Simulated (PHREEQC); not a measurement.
Make-up at 25 °C: 0.06 mol/kgw NiSO4, 0.00018 mol/kgw NaHCO3, 0.25 mol/kgw NaCl and 0.0028 mol/kgw Na2SO4. Closed to the air; pH follows from the charge balance.

Computed with PHREEQC (ion-association model, wateq4f.dat).

Precipitation was switched off in this run.

### Question
What pH does the model give?

### Answer
pH 5.91.

### Question
In which forms is Cl present?

### Answer
Cl- 96 %, NiCl+ 2.3 %, NiCl2 1.7 % of the Cl.

Species that the database lacks are ignored.
